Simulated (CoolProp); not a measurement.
Aqueous sodium chloride as a coolant, 6 % by mass, freezing at -3.7 °C, 1 atm.

Computed with CoolProp (Melinder's fits for secondary coolants).

```
T (°C)  viscosity (mPa s)  cp (kJ/(kg K))  conductivity (W/(m K))  Prandtl number
------  -----------------  --------------  ----------------------  --------------
-0.9                 1.98           3.861                   0.556            13.7
4.8                  1.66           3.867                   0.566            11.3
10.4                 1.41           3.873                   0.576            9.49
16.1                 1.21           3.879                   0.586               …
21.7                 1.06               …                   0.595               …
27.4                0.934           3.892                   0.605            6.01
33                  0.836           3.898                   0.613               …
38.7                0.755           3.904                   0.622            4.74
```

**Question.** What belongs in the gaps?

**Answer.** 
- 16.1, Prandtl number: 8.04
- 21.7, cp (kJ/(kg K)): 3.885
- 21.7, Prandtl number: 6.92
- 33, Prandtl number: 5.31
